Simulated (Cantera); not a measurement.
Input: 1 mol Si, 1.9 mol N2O, 510 mol N2, held at 948.15 K and 143 Torr.

Method: chemical equilibrium by Gibbs-energy minimisation in Cantera with the NASA 1993 tables (ideal gas, pure condensed phases). Candidate condensed phases: Si, SiO2, Si2N2O, Si3N4; 16 gas species. The numbers say what is thermodynamically allowed, not how fast it happens.

Q: What is the equilibrium state?

A: x(N2): 1.00
n(SiO2(β-quartz)): 0.933 mol
n(Si2N2O(s)): 0.0333 mol
gas amount: 511.9 mol
log10 activity of Si(s) (absent): -10.82
